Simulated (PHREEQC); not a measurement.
A solution holds 0.18 mol/kgw H3PO4 and 0.024 mol/kgw NaF, at 25 °C. Closed to the air; pH follows from the charge balance.

The numbers come from PHREEQC with the ion-association model, wateq4f.dat.

No solid was allowed to form.

Task: Order these F species by the share of F that they hold, largest first: F-, HF, HF2-, H2F2.

Result: HF (87 %), H2F2 (9.5 %), F- (3.3 %), HF2- (0.53 %)

The pH is 1.66 and the ionic strength 0.0499 mol/kgw. Complexes and solids missing from the database can't appear. wateq4f.dat counts part of the HF as a dimer, H2F2, which phreeqc.dat doesn't know; its constant is uncertain. H3PO4, which wateq4f.dat lacks, is added to it with the constant of phreeqc.dat.
